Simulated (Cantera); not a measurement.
An adiabatic, constant-volume homogeneous reactor starts with CH4 : H2 : O2 : N2 = 1 : 0.53 : 1.19 : 4.48 (molar parts), equivalence ratio 1.9, at 1773 K and 1.00 bar.

Detailed kinetics in Cantera: GRI-Mech 3.0 (53 species, 325 reactions).

x: mole fraction; the columns are a selection and need not sum to one.

```
t (s)     T (K)  P (bar)     x CH4    x H2      x O2    x H2O     x CH2     x CO
--------  -----  -------  --------  ------  --------  -------  --------  -------
6.00e-6    1773    1.000     0.139  0.0736     0.165  5.34e-5   1.87e-9  1.14e-7
1.56e-5    1772    1.000     0.138  0.0735     0.165        …         …        …
4.05e-5    1797     1.01     0.129  0.0734     0.160  0.00789   2.62e-6  0.00111
0.000105   2978     1.91  1.13e-11   0.146  0.000513    0.141  1.82e-11    0.108
0.000274   2934     1.89  6.06e-12   0.146  0.000618    0.139  1.16e-11    0.107
0.000711   2931     1.89  6.17e-12   0.146  0.000601    0.139  1.16e-11    0.108
0.00185    2930     1.89  6.19e-12   0.146  0.000598    0.138  1.16e-11    0.108
0.00480    2930     1.89  6.19e-12   0.146  0.000598    0.138  1.16e-11    0.108
0.0125     2930     1.89  6.19e-12   0.146  0.000598    0.138  1.16e-11    0.108
0.0325     2930     1.89  6.19e-12   0.146  0.000598    0.138  1.16e-11    0.108
0.0843     2930     1.89  6.19e-12   0.146  0.000598    0.138  1.16e-11    0.108
0.219      2930     1.89  6.19e-12   0.146  0.000598    0.138  1.16e-11    0.108
0.570      2930     1.89  6.19e-12   0.146  0.000598    0.138  1.16e-11    0.108
1.48       2930     1.89  6.19e-12   0.146  0.000598    0.138  1.16e-11    0.108
3.85       2930     1.89  6.19e-12   0.146  0.000598    0.138  1.16e-11    0.108
10.0       2930     1.89  6.19e-12   0.146  0.000598    0.138  1.16e-11    0.108
```

Task: Complete the blanks.

Result: 
- 1.56e-5, x H2O: 0.000428
- 1.56e-5, x CH2: 3.63e-8
- 1.56e-5, x CO: 5.20e-6
